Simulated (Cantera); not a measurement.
Input: 1 mol Al(CH₃)₃, 4.9 mol N₂O, 490 mol N₂, equilibrated at 400 °C and 23.0 mbar.

Equilibrium computed with Cantera from the NASA thermochemical tables; the gas is ideal and each condensed phase is pure. Candidate condensed phases: Al, AlN, Al₂O₃, C, C₆H₆, C₇H₈, C₈H₁₈, H₂O; 148 gas species. The feed counts by its element totals alone. The numbers say what is thermodynamically allowed, not how fast it happens.

Base state: N₂ 0.987, H₂ 0.00840, CO 0.00248, CO₂ 0.00189, H₂O 0.000521, CH₄ 2.48e-5 (mole fractions); condensed: Al₂O₃(s) + C(graphite).

Problem. What changes in the equilibrium state with this change: temperature from 400 °C to 1850 °C?

Solution. 
| species | before | after |
|---|---|---|
| N₂ | 0.987 | 0.984 |
| H₂ | 0.00840 | 0.00727 |
| CO | 0.00248 | 0.00586 |
| H | <1e-9 | 0.00202 |
| CH₄ | 2.48e-5 | <1e-9 |
| OH | <1e-9 | 2.24e-5 |
| NO | <1e-9 | 1.06e-5 |
| CO₂ | 0.00189 | 0.000105 |
| H₂O | 0.000521 | 0.000654 |
| Al₂O₃(s), mol | 0.500 | 0.499 |
| C(graphite), mol | 0.795 | 0 |
